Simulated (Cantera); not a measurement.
A perfectly stirred reactor is fed with CH4 : C2H6 : C3H8 : O2 : N2 : CO2 = 1 : 1 : 0.14 : 11.9 : 44.8 : 2.8 (molar parts), at 10.0 bar; it is adiabatic with a 375 K inlet, and is followed from long to short residence time, starting on the burning branch (τ in s: 0.067, 0.037, 0.021, 0.012, 0.0065, 0.0036, 0.002, 0.0011, 0.00063, 0.00035, 0.0002, 0.00011, 6.1e-05).

Model: GRI-Mech 3.0 (53 species, 325 reactions), integrated in Cantera.

One state of this run: T (K) = 1515; x CH4 = 2.28e-5; x C2H6 = 5.51e-6; x C3H8 = 8.52e-7; x C2H2 = 5.14e-6; x NO2 = 6.88e-8; x HCN = 1.51e-9; x H = 6.88e-7. x: mole fraction; the columns are a selection and need not sum to one.

Q: Which value of τ (s) does it belong to?
A. 0.021
B. 0.0020
C. 0.00035
D. 0.012

A: A, 0.021
